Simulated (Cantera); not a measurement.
Feed: 1 mol N₂O, 0.43 mol H₂, 0.0047 mol SO₂, at 2602 °C and 100000 Pa.

These are equilibrium values from Cantera (NASA tables, ideal gas, pure condensed phases), not measurements of a reactor. Candidate condensed phases: H₂O, H₂SO₄, S; 35 gas species. Kinetics and transport are ignored.

Base state: N₂ 0.543, H₂O 0.193, O₂ 0.131, OH 0.0493, NO 0.0267, O 0.0262, H₂ 0.0154, H 0.0131 (mole fractions); condensed: gas only.

Question: What changes in the equilibrium state with this change: 0.89 mol HF added?

Answer: 
```json
[
 {"species": "N₂", "before": "0.543", "after": "0.361"},
 {"species": "HF", "before": "0", "after": "0.328"},
 {"species": "H₂O", "before": "0.193", "after": "0.124"},
 {"species": "O₂", "before": "0.131", "after": "0.0858"},
 {"species": "NO", "before": "0.0267", "after": "0.0176"},
 {"species": "OH", "before": "0.0493", "after": "0.0356"},
 {"species": "H₂", "before": "0.0154", "after": "0.0122"},
 {"species": "O", "before": "0.0262", "after": "0.0212"},
 {"species": "H", "before": "0.0131", "after": "0.0117"},
 {"species": "F", "before": "0", "after": "0.00153"},
 {"species": "NO₂", "before": "1.34e-5", "after": "7.19e-6"},
 {"species": "HO₂", "before": "3.26e-5", "after": "1.91e-5"},
 {"species": "SO₂", "before": "0.00237", "after": "0.00154"}
]
```
